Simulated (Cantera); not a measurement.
Diamond growth

A diamond (100) surface in a fixed gas of H2 with x(CH4) = 0.011, x(H) = 0.0003, at 1225 K, 0.200 bar; coverages are run to steady state.

Cantera simulation using the Harris–Goodwin 1993 mechanism for the reconstructed diamond (100) surface; the numbers are that mechanism's predictions, not measurements.

```
x(CH3)   growth (µm/h)  θ c6HH  θ c6H*  θ c6*H   θ c6**    θ c6HM
-------  -------------  ------  ------  ------  -------  --------
1e-06           0.0149   0.513  0.0359   0.438   0.0135   2.95e-5
2.8e-06         0.0418   0.513  0.0359   0.438   0.0135   8.25e-5
7.8e-06          0.116   0.513  0.0359   0.438   0.0135  0.000230
2.2e-05          0.327   0.512  0.0358   0.437   0.0134  0.000647
6.1e-05          0.896   0.511  0.0357   0.436   0.0132   0.00178
0.00017           2.42   0.508  0.0355   0.433   0.0126   0.00489
0.00048           6.35   0.500  0.0348   0.425   0.0112    0.0133
0.0013            14.6   0.481  0.0333   0.407  0.00863    0.0330
0.0037            30.6   0.441  0.0301   0.367  0.00497    0.0795
```
θ: site fractions in the mechanism's names (c6HH fully hydrogenated, c6H* and c6*H radical sites, c6** diradical, c6HM methylated).
